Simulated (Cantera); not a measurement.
**BN + H2O + N2 (nitride etching)**

A closed system holds: 1 mol BN, 0.25 mol H2O, 0.97 mol N2, equilibrated at 98.0 mbar.

Equilibrium computed with Cantera from the NASA thermochemical tables; the gas is ideal and each condensed phase is pure. Candidate condensed phases: B, BN, B2O3, B3O3H3, H2O; 39 gas species. Mutual solubility and eutectic melting of coexisting phases are not modelled. Rates play no part.

From 923 K to 1723 K the condensed part is BN(s) + B2O3(l). From 1823 K to 1923 K the condensed part is BN(s). The main B-bearing gas is (HBO2)3 at 923 K and B2O3 at 1923 K.

| T (K) | x N2 | x H2 | x B2O3 | x HBO | x HBO2 | x B2O2 | n BN(s) | n B2O3(l) |
|---|---|---|---|---|---|---|---|---|
| 923 | 0.808 | 0.191 | <1e-12 | 1.50e-10 | 4.13e-7 | <1e-12 | 0.834 | 0.0830 |
| 1023 | 0.808 | 0.191 | 1.00e-10 | 6.33e-9 | 3.77e-6 | <1e-12 | 0.834 | 0.0830 |
| 1123 | 0.808 | 0.191 | 6.31e-9 | 1.35e-7 | 2.25e-5 | 2.81e-12 | 0.834 | 0.0830 |
| 1223 | 0.808 | 0.191 | 1.96e-7 | 1.71e-6 | 9.85e-5 | 2.90e-10 | 0.834 | 0.0829 |
| 1323 | 0.808 | 0.191 | 3.55e-6 | 1.47e-5 | 0.000339 | 1.45e-8 | 0.834 | 0.0827 |
| 1423 | 0.808 | 0.191 | 4.19e-5 | 9.22e-5 | 0.000967 | 4.14e-7 | 0.834 | 0.0821 |
| 1523 | 0.807 | 0.190 | 0.000352 | 0.000450 | 0.00237 | 7.49e-6 | 0.835 | 0.0803 |
| 1623 | 0.803 | 0.187 | 0.00224 | 0.00179 | 0.00513 | 9.39e-5 | 0.835 | 0.0748 |
| 1723 | 0.792 | 0.179 | 0.0114 | 0.00595 | 0.00991 | 0.000871 | 0.835 | 0.0557 |
| 1823 | 0.758 | 0.163 | 0.0402 | 0.0159 | 0.0152 | 0.00563 | 0.828 | 0 |
| 1923 | 0.754 | 0.159 | 0.0346 | 0.0255 | 0.00983 | 0.0126 | 0.813 | 0 |
x: gas mole fraction; n: condensed amount in mol.
